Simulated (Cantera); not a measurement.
A perfectly stirred reactor is fed with 1.33 % C2H6, 98.7 % H2, at 0.0263 atm; it is held at 1975 K, and followed from long to short residence time.

Model: GRI-Mech 3.0 (53 species, 325 reactions), integrated in Cantera. GRI-Mech 3.0 stops at C3 and has no aromatics, soot or wall deposition, so with more carbon than oxygen in the feed, carbon stays in small species such as C2H2 where larger ones or solid carbon would form. Radical loss at walls, strong at low pressure, is not modelled.

Predict: x(C2H6) at τ = 8.00 s; x(H2) at τ = 8.00 s; x(C2H2) at τ = 8.00 s; x(CH4) at τ = 8.00 s; x(C2H) at τ = 8.00 s; x(C2H6) at τ = 18.0 ms; x(H2) at τ = 18.0 ms; x(C2H2) at τ = 18.0 ms; x(CH4) at τ = 18.0 ms; x(C2H) at τ = 18.0 ms.


| Property | Result |
|---|---|
| x(C2H6) at τ = 8.00 s | 3.05e-8 |
| x(H2) at τ = 8.00 s | 0.979 |
| x(C2H2) at τ = 8.00 s | 0.0126 |
| x(CH4) at τ = 8.00 s | 0.000556 |
| x(C2H) at τ = 8.00 s | 1.79e-6 |
| x(C2H6) at τ = 18.0 ms | 1.50e-5 |
| x(H2) at τ = 18.0 ms | 0.975 |
| x(C2H2) at τ = 18.0 ms | 0.00711 |
| x(CH4) at τ = 18.0 ms | 0.0104 |
| x(C2H) at τ = 18.0 ms | 8.02e-7 |
